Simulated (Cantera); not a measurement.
## Ignition delay

Mixture: 15.0 % CO, 0.688 % H2, 12.2 % O2, 72.1 % N2, equivalence ratio 0.64, at 1.10 bar, adiabatic and at constant volume. Ignition delay is the time to a rise of 400 K.

Detailed kinetics in Cantera: GRI-Mech 3.0 (53 species, 325 reactions). Below about 950 K walls govern HO2 and H2O2 in real vessels. Where the delays flatten at high temperature, the 400 K rule measures the pace of heat release, not the induction time.

| T0 (K) | delay (ms) |
|---|---|
| 875 | 282 |
| 975 | 3.64 |
| 1075 | 0.590 |
| 1175 | 0.308 |
| 1275 | 0.220 |
| 1375 | 0.182 |
| 1475 | 0.166 |
| 1575 | 0.162 |
| 1675 | 0.167 |
